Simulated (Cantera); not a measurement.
## SiH2Cl2 + HCl + N2 (silicon epitaxy and polysilicon growth)

Feed: 1 mol SiH2Cl2, 0.2 mol HCl, 5.3 mol N2, held at 0.100 bar.

Equilibrium computed with Cantera from the NASA thermochemical tables; the gas is ideal and each condensed phase is pure. Candidate condensed phases: NH4Cl, Si, Si3N4; 28 gas species. N2 is the only nitrogen source here; it is nearly inert below about 1500 K, so the nitride shown seldom forms there in practice. The tables' values for SiCl3 are old estimates; treat these amounts as uncertain. Kinetics and transport are ignored.

```csv
T (K),log p N2,log p HCl,log p H2,log p SiCl2,log p SiCl4,log p SiCl3,log p SiHCl3,log p Cl,n Si3N4(s)
1300,-1.15,-1.70,-2.21,-4.20,-2.53,-3.75,-4.38,-6.63,0.261
1325,-1.15,-1.70,-2.21,-4.00,-2.54,-3.64,-4.35,-6.46,0.260
1350,-1.15,-1.70,-2.21,-3.80,-2.56,-3.53,-4.32,-6.29,0.260
1375,-1.15,-1.70,-2.21,-3.62,-2.58,-3.43,-4.29,-6.14,0.258
1400,-1.15,-1.70,-2.21,-3.44,-2.60,-3.33,-4.27,-5.99,0.257
1425,-1.15,-1.70,-2.21,-3.27,-2.63,-3.25,-4.25,-5.85,0.254
1450,-1.15,-1.70,-2.21,-3.11,-2.66,-3.17,-4.24,-5.71,0.250
1475,-1.15,-1.71,-2.21,-2.97,-2.71,-3.10,-4.23,-5.58,0.245
1500,-1.15,-1.71,-2.20,-2.83,-2.76,-3.05,-4.24,-5.46,0.239
1525,-1.15,-1.72,-2.19,-2.71,-2.83,-3.01,-4.25,-5.35,0.231
1550,-1.15,-1.73,-2.18,-2.60,-2.91,-2.98,-4.27,-5.24,0.221
1575,-1.15,-1.75,-2.17,-2.50,-3.01,-2.96,-4.31,-5.14,0.211
1600,-1.16,-1.76,-2.15,-2.41,-3.12,-2.96,-4.36,-5.05,0.199
1625,-1.16,-1.78,-2.14,-2.34,-3.25,-2.98,-4.41,-4.97,0.187
```
log p: log10 of the partial pressure in bar; n: condensed amount in mol.

From 1300 K to 1625 K the condensed part is Si3N4(s). The main Si-bearing gas is SiCl4 at 1300 K and SiCl2 at 1625 K. The share of Si in condensed phases is highest at 1300 K (78.2 %) and lowest at 1625 K (56.1 %).
